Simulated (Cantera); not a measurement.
Feed: 1 mol Fe₂O₃, 49 mol H₂, at 2223 K and 1.00 bar.

Method: chemical equilibrium by Gibbs-energy minimisation in Cantera with the NASA 1993 tables (ideal gas, pure condensed phases). Candidate condensed phases: Fe, FeO, Fe(OH)₂, Fe(OH)₃, Fe₂O₃, Fe₃O₄, H₂O; 12 gas species. Kinetics and transport are ignored.

Base state: H₂ 0.930, H₂O 0.0607, H 0.00618, Fe 0.00342, OH 5.83e-5 (mole fractions); condensed: Fe(l).

Task: What changes in the equilibrium state with this change: pressure from 1.00 bar to 0.580 bar?

Result: 
```
species      before    after
----------  -------  -------
H₂            0.930    0.925
H₂O          0.0607   0.0605
H           0.00618  0.00809
Fe          0.00342  0.00589
FeO         7.20e-6  1.24e-5
OH          5.83e-5  7.64e-5
Fe(l), mol     1.83     1.71
```

Task: What changes in the equilibrium state with this change: pressure from 1.00 bar to 0.00133 bar?

Result: 
| species | before | after |
|---|---|---|
| H₂ | 0.930 | 0.757 |
| H | 0.00618 | 0.153 |
| H₂O | 0.0607 | 0.0524 |
| Fe | 0.00342 | 0.0361 |
| O | 2.69e-7 | 0.000214 |
| OH | 5.83e-5 | 0.00153 |
| Fe(l), mol | 1.83 | 0 |
